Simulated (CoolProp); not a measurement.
Vapour-liquid equilibrium of CH2F2 (R32) (1) + propane (2) at 3.55 °C; x and y are mole fractions of (1).

Values from CoolProp's multi-fluid Helmholtz-energy mixture model, Tillner-Roth 1997 and Lemmon 2009; pair parameters Bell 2016.

**Question.** Give the bubble pressure and the first vapour's composition at x = 0.275, 0.5, 0.575. Is there an azeotrope?

**Answer.** x = 0.275: 1.075 MPa, y = 0.549; x = 0.5: 1.157 MPa, y = 0.616; x = 0.575: 1.166 MPa, y = 0.633. y crosses x between x = 0.65 and 0.725: the model has an azeotrope there.

The pair parameters rest on a limited set of measurements; away from them the model extrapolates. With so large a gap from Raoult's law the liquid may split in two, which this calculation doesn't test in full.
